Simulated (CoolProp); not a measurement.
CH2F2 (R32) at 254.67 K and 0.0701 MPa flows at 14 m/s in a round tube of 2 mm bore and 0.25 µm roughness, fully developed (64/Re and Nu = 3.66 if laminar; Colebrook and Gnielinski if turbulent). Each further row changes one setting.

Model: reference Helmholtz-energy equation of state, Tillner-Roth 1997, in CoolProp.

```
case             Reynolds number  Darcy friction factor  pressure drop (Pa/m)  heat-transfer coefficient (W/(m² K))  mass flow (kg/h)
---------------  ---------------  ---------------------  --------------------  ------------------------------------  ----------------
as stated                   4300                 0.0392                  3360                                  80.5                 …
velocity 28 m/s             8610                      …                 11100                                   152                 …
diameter 4 mm               8610                      …                  1380                                  75.6                 …
```

Task: Complete the blanks.

Result: 
- as stated, mass flow (kg/h): 0.277
- velocity 28 m/s, Darcy friction factor: 0.0323
- velocity 28 m/s, mass flow (kg/h): 0.554
- diameter 4 mm, Darcy friction factor: 0.0322
- diameter 4 mm, mass flow (kg/h): 1.11

Viscosity comes from a separate model (Bell 2016), an estimate that may be off by 10 % or more. Thermal conductivity comes from a separate model (Huber 2003), an estimate that may be off by 10 % or more.
